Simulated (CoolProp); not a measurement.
Vapour-liquid equilibrium of R22 (1) + R123 (2) at 209.7 K; x and y are mole fractions of (1).

Computed with CoolProp (multi-fluid Helmholtz-energy mixture model, Kamei 1995 and Younglove 1994; pair parameters Bell 2016).

```tsv
x	bubble pressure (MPa)	y at the bubble point	dew pressure at overall composition x (MPa)	liquid density (mol/L)
0.05	0.002081	0.724	0.0006346	11.15
0.2	0.006942	0.931	0.0007507	11.84
0.35	___	0.967	0.0009187	12.60
0.5	0.01664	0.982	0.001184	13.43
0.65	0.02094	0.989	0.001663	14.37
0.8	0.02502	___	0.002799	15.42
0.95	0.02918	___	0.008917	16.60
```

Task: Fill in the missing entries.

Result: 
- 0.35, bubble pressure (MPa): 0.01193
- 0.8, y at the bubble point: 0.994
- 0.95, y at the bubble point: 0.999

No azeotrope shows between x = 0.05 and 0.95.

The pair parameters rest on a limited set of measurements; away from them the model extrapolates. The gap from Raoult's law changes sign with composition, which may be real or a fault of the pair parameters; it wasn't checked against measurements.
